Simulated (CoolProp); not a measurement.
Nitrous oxide at 298.15 K and 0.751 MPa is compressed adiabatically to 2.85 MPa with isentropic efficiency 0.7. Each further row changes one setting.

The numbers come from the reference Helmholtz-energy equation of state, Lemmon 2006 in CoolProp. It is a short technical equation, of lower accuracy than the large ones.

```
case             work (kJ/kg)  final temperature (K)  final density (kg/m³)
---------------  ------------  ---------------------  ---------------------
as stated                 118                      ?                      ?
efficiency 1                ?                      ?                      ?
efficiency 0.65             ?                      ?                      ?
```

### Question
What belongs in the gaps?

### Answer

- as stated, final temperature (K): 430.9
- as stated, final density (kg/m³): 36.6
- efficiency 1, work (kJ/kg): 82.7
- efficiency 1, final temperature (K): 397.3
- efficiency 1, final density (kg/m³): 40.4
- efficiency 0.65, work (kJ/kg): 127
- efficiency 0.65, final temperature (K): 439.4
- efficiency 0.65, final density (kg/m³): 35.8
